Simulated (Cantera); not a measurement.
Input: 1 mol SiH₂Cl₂, 0.18 mol NO, 1.4 mol H₂, held at 5.80e-5 bar.

These are equilibrium values from Cantera (NASA tables, ideal gas, pure condensed phases), not measurements of a reactor. Candidate condensed phases: H₂O, NH₄Cl, Si, SiO₂, Si₂N₂O, Si₃N₄; 47 gas species. Mutual solubility and eutectic melting of coexisting phases are not modelled. The tables hold silica as quartz up to 1696 K and as liquid above; real silica turns to tridymite and cristobalite and melts near 1996 K. The numbers say what is thermodynamically allowed, not how fast it happens.

**Question.** What share of the Si ends up in condensed phases as a function of T (K), at 725, 825, 925, 1025, 1125, 1225, 1325, 1425, 1525, 1625, 1725?

**Answer.** 
| T (K) | Si condensed (%) | as |
|---|---|---|
| 725 | 49.8 | Si(s) + SiO₂(α-quartz) + Si₂N₂O(s) |
| 825 | 51.0 | Si(s) + SiO₂(α-quartz) + Si₂N₂O(s) |
| 925 | 52.9 | Si(s) + SiO₂(β-quartz) + Si₂N₂O(s) |
| 1025 | 51.8 | Si(s) + SiO₂(β-quartz) + Si₂N₂O(s) |
| 1125 | 43.0 | Si(s) + SiO₂(β-quartz) + Si₂N₂O(s) |
| 1225 | 31.0 | Si(s) + SiO₂(β-quartz) + Si₂N₂O(s) |
| 1325 | 26.2 | Si(s) + Si₂N₂O(s) |
| 1425 | 21.0 | Si(s) + Si₂N₂O(s) |
| 1525 | 14.6 | Si(s) |
| 1625 | 12.7 | Si(s) |
| 1725 | 6.8 | Si(l) |
